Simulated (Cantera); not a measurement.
Input (Python, Cantera) and output of one run.

```python
import numpy as np
import cantera as ct

gas_names = [...]  # 87 gases of nasa_gas.yaml made of C, H, Si
cond_names = """
    C(gr) C6H6(L) C7H8(L) C8H18(L),n-octa Si(cr) Si(L) SiC(b)
""".split()


# ... load() reads the species with a 1 bar reference pressure and builds the phases ...
atoms = {
    'Si(CH3)4': {'Si': 1, 'C': 4, 'H': 12},
    'C2H2': {'C': 2, 'H': 2},
    'H2': {'H': 2},
    'CH4': {'C': 1, 'H': 4},
}
top_T = {'C(gr)': 4500, 'SiC(b)': 3050}  # K; cautious upper limits of use, not melting points


# ... equilibrate(T, P, feed) seeds the gas with the atoms and calls Mixture.equilibrate('TP', solver="vcs", rtol=1e-11, max_steps=5000) ...
results = []
feed = {'Si(CH3)4': 1, 'C2H2': 1.4, 'H2': 3.6, 'CH4': 0.012}  # mol
T = 1348.15  # K
P = 10000  # Pa
mix = equilibrate(T, P, feed)
results.append((T, P, feed, dict(zip(mix.species_names, mix.species_moles))))
x = sorted(zip(gas.X, gas.species_names), reverse=True)
print(f"T = {T:g} K  P = {P:g} Pa  gas = {mix.phase_moles(0):.4g} mol")
print("   x: " + "  ".join(f"{s} {v:.3e}" for v, s in x if v > 0.0001))
print("   condensed (mol): " + ("  ".join(f"{mix.phase(i).name} {mix.phase_moles(i):.4g}"
      for i in range(1, mix.n_phases) if mix.phase_moles(i) > 1e-12) or "none"))
```

Output:

```
T = 1348.15 K  P = 10000 Pa  gas = 11.02 mol
   x: H2 9.994e-01  CH4 5.822e-04
   condensed (mol): C(gr) 5.806  SiC(b) 1
```

Method: chemical equilibrium by Gibbs-energy minimisation in Cantera with the NASA 1993 tables (ideal gas, pure condensed phases).
